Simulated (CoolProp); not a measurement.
Model: reference Helmholtz-energy equation of state, Schroeder 2014, in CoolProp.

Give the vapour pressure (MPa), liquid density (kg/m³), vapour density (kg/m³), liquid cp (kJ/(kg K)) of saturated ethanol at 42.55, 147.65 °C.


```
T (°C)  p (MPa)  liquid density (kg/m³)  vapour density (kg/m³)  liquid cp (kJ/(kg K))
------  -------  ----------------------  ----------------------  ---------------------
42.55    0.0204                     770                   0.361                   2.58
147.65    0.925                     653                    14.1                   3.80
```
